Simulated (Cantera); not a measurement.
An isothermal, constant-pressure homogeneous reactor starts with NO : N2 = 1 : 0.45 (molar parts), at 1973 K and 20.0 Torr.

Computed with Cantera and GRI-Mech 3.0 (53 species, 325 reactions). Radical loss at walls, strong at low pressure, is not modelled.

x: mole fraction; the columns are a selection and need not sum to one.

```csv
t (s),x NO,x NO2,x N2O,x O,x N2,x O2
4.00e-6,0.690,4.22e-12,4.83e-8,4.83e-8,0.310,2.36e-12
2.45e-5,0.690,1.59e-10,2.96e-7,2.96e-7,0.310,8.92e-11
0.000150,0.690,5.87e-9,1.81e-6,1.82e-6,0.310,3.34e-9
0.000922,0.690,2.04e-7,1.09e-5,1.12e-5,0.310,1.27e-7
0.00566,0.690,?,?,?,0.310,?
0.0347,0.688,2.81e-5,0.000169,0.000377,0.311,0.000297
0.213,0.680,3.88e-5,0.000171,0.000512,0.315,0.00422
1.30,0.627,?,?,?,?,?
8.00,0.321,8.69e-5,2.76e-5,0.00148,0.494,0.183
```

Q: What belongs in the gaps?

A: 
- 0.00566, x NO2: 4.89e-6
- 0.00566, x N2O: 5.85e-5
- 0.00566, x O: 7.21e-5
- 0.00566, x O2: 5.35e-6
- 1.30, x NO2: 6.89e-5
- 1.30, x N2O: 0.000132
- 1.30, x O: 0.000753
- 1.30, x N2: 0.341
- 1.30, x O2: 0.0307
